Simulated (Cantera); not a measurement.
**Equilibrium for silicon carbide growth: SiH4 + CH4 + H2**

Input: 1 mol SiH4, 0.11 mol CH4, 220 mol H2, at 0.133 bar.

Equilibrium computed with Cantera from the NASA thermochemical tables; the gas is ideal and each condensed phase is pure. Candidate condensed phases: C, C6H6, C7H8, C8H18, Si, SiC; 87 gas species. Mutual solubility and eutectic melting of coexisting phases are not modelled. Gases not in the tables: Si2H6 and higher silanes. Equilibrium is a limit: real reactors are often held back by kinetics, nucleation or transport.

From 1373 K to 1673 K the condensed part is Si(s) + SiC(s). From 1823 K to 2123 K the condensed part is Si(l) + SiC(s). From 2273 K to 2573 K nothing is condensed. The main Si-bearing gas is SiH2 at 1373 K and Si at 2573 K.

```
T (K)   x H2       x H      x Si     x SiH    x SiH2  n Si(s)  n SiC(s)  n Si(l)
-----  -----  --------  --------  --------  --------  -------  --------  -------
1373   1.000   9.12e-6   2.91e-9   6.04e-9   2.51e-7    0.891     0.109        0
1523   1.000   6.33e-5   1.35e-7   1.44e-7   2.01e-6    0.890     0.109        0
1673   1.000  0.000312   3.13e-6   1.93e-6   1.10e-5    0.887     0.110        0
1823   0.999   0.00119   3.32e-5   1.29e-5   3.51e-5        0     0.109    0.872
1973   0.996   0.00369  0.000237   6.24e-5   9.05e-5        0     0.107    0.802
2123   0.988   0.00977   0.00128  0.000239  0.000203        0    0.0909    0.489
2273   0.973    0.0227   0.00325  0.000451  0.000239        0         0        0
2423   0.948    0.0473   0.00367  0.000389  0.000136        0         0        0
2573   0.906    0.0895   0.00382  0.000315   7.55e-5        0         0        0
```
x: gas mole fraction; n: condensed amount in mol.
